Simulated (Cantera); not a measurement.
An isothermal, constant-pressure homogeneous reactor starts with C2H6 : N2 = 1 : 2.2 (molar parts), at 1198 K and 0.135 Torr. Integrator tolerance rtol = 1e-08.

Detailed kinetics in Cantera: GRI-Mech 3.0 (53 species, 325 reactions). GRI-Mech 3.0 stops at C3 and has no aromatics, soot or wall deposition, so with more carbon than oxygen in the feed, carbon stays in small species such as C2H2 where larger ones or solid carbon would form. Radical loss at walls, strong at low pressure, is not modelled.

Problem. What does this change do: N2 2.2 to 3.8 parts?

Solution. 
```json
[
 {"quantity": "x(C2H6) at 20.0 s", "before": "0.00269 (gas-phase equilibrium 1.38e-9)", "after": "0.00232 (gas-phase equilibrium 5.68e-10)"},
 {"quantity": "x(HCN) at 20.0 s", "before": "1.74e-9 (gas-phase equilibrium 0.0847)", "after": "3.14e-9 (gas-phase equilibrium 0.0828)"},
 {"quantity": "x(C2H2) at 20.0 s", "before": "0.0454 (gas-phase equilibrium 0.150)", "after": "0.0345 (gas-phase equilibrium 0.105)"},
 {"quantity": "x(C2H) at 20.0 s", "before": "8.19e-10 (gas-phase equilibrium 6.14e-10)", "after": "8.52e-10 (gas-phase equilibrium 4.94e-10)"},
 {"quantity": "x(H) at 20.0 s", "before": "1.69e-5 (gas-phase equilibrium 8.83e-6)", "after": "1.72e-5 (gas-phase equilibrium 7.73e-6)"}
]
```
